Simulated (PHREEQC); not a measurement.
## Arsenic or selenium liquor (model solution)

Dissolve 12 mmol/kgw Na2HAsO4 at 25 °C. Closed to the air; pH follows from the charge balance.

The numbers come from PHREEQC with the ion-association model, wateq4f.dat.

This is a speciation only: nothing precipitates in the calculation.

Predict the pH, ionic strength.

pH 9.06; ionic strength 0.0361 mol/kgw.

Complexes and solids missing from the database can't appear.
